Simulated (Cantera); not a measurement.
A closed system holds: 1 mol CH2F2, equilibrated at 0.000350 bar.

These are equilibrium values from Cantera (NASA tables, ideal gas, pure condensed phases), not measurements of a reactor. Candidate condensed phases: C, C6H6, C7H8, C8H18; 95 gas species. Rates play no part.

x: gas mole fraction; n: condensed amount in mol.

| T (K) | x HF | x F | x H | x H2 | x CF | x CF2 | n C(graphite) |
|---|---|---|---|---|---|---|---|
| 1500 | 1.000 | 1.13e-5 | 2.14e-6 | 5.19e-6 | 1.87e-9 | 4.95e-7 | 1.000 |
| 1550 | 1.000 | 2.17e-5 | 5.08e-6 | 9.10e-6 | 5.53e-9 | 7.26e-7 | 1.000 |
| 1600 | 1.000 | 4.00e-5 | 1.14e-5 | 1.54e-5 | 1.53e-8 | 1.04e-6 | 1.000 |
| 1650 | 1.000 | 7.13e-5 | 2.43e-5 | 2.50e-5 | 3.99e-8 | 1.47e-6 | 1.000 |
| 1700 | 1.000 | [?] | [?] | [?] | [?] | [?] | 1.000 |
| 1750 | 1.000 | 0.000208 | 9.57e-5 | 5.92e-5 | 2.33e-7 | 2.86e-6 | 1.000 |
| 1800 | 0.999 | 0.000343 | 0.000178 | 8.66e-5 | 5.28e-7 | 3.92e-6 | 1.000 |
| 1850 | 0.999 | [?] | [?] | [?] | [?] | [?] | 1.000 |
| 1900 | 0.998 | 0.000873 | 0.000552 | 0.000169 | 2.41e-6 | 7.24e-6 | 1.000 |
| 1950 | 0.997 | 0.00135 | 0.000924 | 0.000227 | 4.88e-6 | 9.74e-6 | 1.000 |
| 2000 | 0.996 | 0.00206 | 0.00150 | 0.000298 | 9.57e-6 | 1.30e-5 | 1.000 |
| 2050 | 0.994 | 0.00309 | 0.00237 | 0.000383 | 1.82e-5 | 1.72e-5 | 1.000 |

Q: Some entries are withheld; supply them.

A: 
- 1850, x F: 0.000553
- 1850, x H: 0.000319
- 1850, x H2: 0.000123
- 1850, x CF: 1.15e-6
- 1850, x CF2: 5.35e-6
- 1700, x F: 0.000123
- 1700, x H: 4.93e-5
- 1700, x H2: 3.92e-5
- 1700, x CF: 9.88e-8
- 1700, x CF2: 2.06e-6
